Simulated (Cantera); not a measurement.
# Thermodynamics of nitride etching, feed Si3N4 + HCl + N2

Charge: 1 mol Si3N4, 14 mol HCl, 0.72 mol N2, equilibrated at 4.40 Pa.

Cantera equilibrium calculation (NASA polynomials, part measured and part estimated; ideal gas, pure solids and liquids). Candidate condensed phases: NH4Cl, Si, Si3N4; 28 gas species. The tables' values for SiCl3, SiCl, SiN are old estimates; treat these amounts as uncertain. Kinetics and transport are ignored.

From 1123 K to 1223 K the condensed part is Si3N4(s). From 1323 K to 1923 K nothing is condensed. The main Si-bearing gas is SiCl4 at 1123 K and SiCl2 at 1923 K.

```json
[
 {"T (K)": "1123", "x HCl": "0.572", "x H2": "0.195", "x SiCl2": "0.0196", "x N2": "0.123", "x Cl": "7.40e-6", "x SiCl4": "0.0789", "x H": "2.83e-6", "x Si": "8.06e-12", "x SiCl3": "0.0112", "n Si3N4(s)": "0.466"},
 {"T (K)": "1223", "x HCl": "0.484", "x H2": "0.198", "x SiCl2": "0.119", "x N2": "0.154", "x Cl": "4.24e-5", "x SiCl4": "0.0251", "x H": "2.02e-5", "x Si": "3.03e-9", "x SiCl3": "0.0193", "n Si3N4(s)": "0.133"},
 {"T (K)": "1323", "x HCl": "0.464", "x H2": "0.190", "x SiCl2": "0.166", "x N2": "0.164", "x Cl": "0.000213", "x SiCl4": "0.00378", "x H": "0.000104", "x Si": "1.08e-7", "x SiCl3": "0.0107", "n Si3N4(s)": "0"},
 {"T (K)": "1423", "x HCl": "0.472", "x H2": "0.183", "x SiCl2": "0.174", "x N2": "0.163", "x Cl": "0.000904", "x SiCl4": "0.000650", "x H": "0.000429", "x Si": "1.65e-6", "x SiCl3": "0.00535", "n Si3N4(s)": "0"},
 {"T (K)": "1523", "x HCl": "0.472", "x H2": "0.182", "x SiCl2": "0.176", "x N2": "0.163", "x Cl": "0.00310", "x SiCl4": "0.000132", "x H": "0.00148", "x Si": "1.80e-5", "x SiCl3": "0.00279", "n Si3N4(s)": "0"},
 {"T (K)": "1623", "x HCl": "0.466", "x H2": "0.181", "x SiCl2": "0.176", "x N2": "0.162", "x Cl": "0.00898", "x SiCl4": "3.13e-5", "x H": "0.00443", "x Si": "0.000150", "x SiCl3": "0.00154", "n Si3N4(s)": "0"},
 {"T (K)": "1723", "x HCl": "0.449", "x H2": "0.181", "x SiCl2": "0.173", "x N2": "0.160", "x Cl": "0.0225", "x SiCl4": "8.28e-6", "x H": "0.0117", "x Si": "0.00100", "x SiCl3": "0.000875", "n Si3N4(s)": "0"},
 {"T (K)": "1823", "x HCl": "0.420", "x H2": "0.176", "x SiCl2": "0.163", "x N2": "0.155", "x Cl": "0.0499", "x SiCl4": "2.31e-6", "x H": "0.0274", "x Si": "0.00544", "x SiCl3": "0.000494", "n Si3N4(s)": "0"},
 {"T (K)": "1923", "x HCl": "0.377", "x H2": "0.159", "x SiCl2": "0.133", "x N2": "0.146", "x Cl": "0.101", "x SiCl4": "6.33e-7", "x H": "0.0565", "x Si": "0.0217", "x SiCl3": "0.000254", "n Si3N4(s)": "0"}
]
```
x: gas mole fraction; n: condensed amount in mol.
